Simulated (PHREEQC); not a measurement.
A solution holds 0.012 mol ZnSO4 and 0.003 mol NaOH per kg of water, at 25 °C. Closed to the air; pH follows from the charge balance.

Model: ion-association model, wateq4f.dat, run in PHREEQC.

```
quantity                   before    after
------------------------  -------  -------
pH                           8.21     8.43
ionic strength (mol/kgw)   0.0314   0.0317
SO4-2 (mol/kgw)           0.00805  0.00857
ZnSO4 (mol/kgw)           0.00343  0.00295
Zn(OH)2 (mol/kgw)         0.00113  0.00260
SI of Zincite(c) (ZnO)      +2.82    +3.18
```

Question: Name the change that produced these shifts.
A) ZnSO4 from 0.012 to 0.006 mol/kgw
B) 0.0032 mol/kgw TMAH added
C) temperature from 25 to 30 °C
D) diluted 100-fold with water
E) temperature from 25 to 85 °C

Answer: B, 0.0032 mol/kgw TMAH added

No solid was allowed to form. Some of these states are supersaturated (in Zn(OH)2-e, Zn4(OH)6SO4, for instance). (CH3)4N+ isn't in the database: it is added as a free cation with an ion size of 4 Å.
